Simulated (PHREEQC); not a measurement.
Dissolve 0.0049 mol H2SO4, 0.084 mol AlCl3 and 3.6e-05 mol KCl per kg of water at 25 °C. It is in equilibrium with CO2 at log p = -3.5 (atm). Otherwise closed; pH follows from the charge balance.

All values are PHREEQC results (ion-association model, phreeqc.dat), not measurements.

Each row changes one thing in this solution. This is a speciation only: nothing precipitates in the calculation.

```
case                                            pH  Al+3 (mol/kgw)  AlOH+2 (mol/kgw)  Al(OH)2+ (mol/kgw)  HCO3- (mol/kgw)  SI of Gibbsite (Al(OH)3)  SI of Sylvite (KCl)
--------------------------------------------  ----  --------------  ----------------  ------------------  ---------------  ------------------------  -------------------
as made                                       2.13          0.0798           4.13e-5             1.44e-8         9.25e-10                     -3.88                -6.32
KCl from 3.6e-05 to 7.2e-05 mol/kgw           2.13          0.0798           4.13e-5             1.44e-8         9.25e-10                     -3.88                -6.02
H2SO4 left out                                3.30          0.0833          0.000644             3.34e-6          1.38e-8                     -0.34                -6.32
KCl from 3.6e-05 to 5.4e-05 mol/kgw           2.13          0.0798           4.13e-5             1.44e-8         9.25e-10                     -3.88                -6.14
diluted 100-fold with water                   3.87        0.000772           4.15e-5                 ___          3.85e-8                     +0.13               -10.01
0.0019 mol/kgw TMAH added                     2.22          0.0798           5.11e-5                 ___          1.14e-9                     -3.60                -6.32
H2SO4 replaced by CuSO4 at the same molality  3.32          0.0791          0.000631             3.39e-6          1.43e-8                     -0.32                -6.32
temperature from 25 to 80 °C                  2.11          0.0790          0.000899             8.85e-6         3.54e-10                     -1.43                -6.59
diluted 5-fold with water                     2.78          0.0160           4.44e-5             1.04e-7          3.69e-9                     -2.30                -7.57
```

Question: Complete the blanks.

Answer: 
- diluted 100-fold with water, Al(OH)2+ (mol/kgw): 1.95e-6
- 0.0019 mol/kgw TMAH added, Al(OH)2+ (mol/kgw): 2.20e-8

Some of these states are supersaturated (in Gibbsite (slow to form), for instance). (CH3)4N+ isn't in the database: it is added as a free cation with an ion size of 4 Å. Away from 25 °C the constants follow the database's enthalpies or fits; those with neither stay at their 25 °C values.
